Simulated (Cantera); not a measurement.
A closed system holds: 1 mol Si, 3.3 mol HCl, 13 mol H2, at 1698.15 K and 27.0 bar.

These are equilibrium values from Cantera (NASA tables, ideal gas, pure condensed phases), not measurements of a reactor. The tables' values for SiCl3 are old estimates; treat these amounts as uncertain. Gases not in the tables: Si2H6 and higher silanes. Equilibrium is a limit: real reactors are often held back by kinetics, nucleation or transport.

```
species       before     after
----------  --------  --------
H2             0.873     0.906
HCl           0.0745    0.0349
SiHCl3        0.0115    0.0277
SiCl2         0.0228   0.00396
SiCl4        0.00510    0.0150
SiH2         1.22e-5   3.41e-7
H            2.60e-5   8.91e-7
SiCl3        0.00767   0.00374
SiH2Cl2      0.00453   0.00766
SiH4         2.58e-5   2.00e-5
SiH3Cl      0.000541  0.000610
Si(l), mol     0.170         0
Si(s), mol         0    0.0910
```
Gas species are given as mole fractions.

Problem. Name the change that produced these shifts.
A) Si replaced by SiCl4
B) HCl from 3.3 to 0.68 mol
C) temperature from 1698.15 K to 1400 K
D) HCl from 3.3 to 2.4 mol

Solution. C, temperature from 1698.15 K to 1400 K
